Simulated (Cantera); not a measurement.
**Thermodynamics of iron carbonyl, mercury and lead vapours, feed Pb + H2**

Charge: 1 mol Pb, 5.7 mol H2, equilibrated at 1198 K and 0.620 bar.

Method: chemical equilibrium by Gibbs-energy minimisation in Cantera with the NASA 1993 tables (ideal gas, pure condensed phases). Candidate condensed phases: Pb; 4 gas species. The numbers say what is thermodynamically allowed, not how fast it happens.

```yaml
x(H2): 0.999
x(Pb): 0.00101
n(Pb(l)): 0.994 mol
gas_amount: 5.706 mol
```
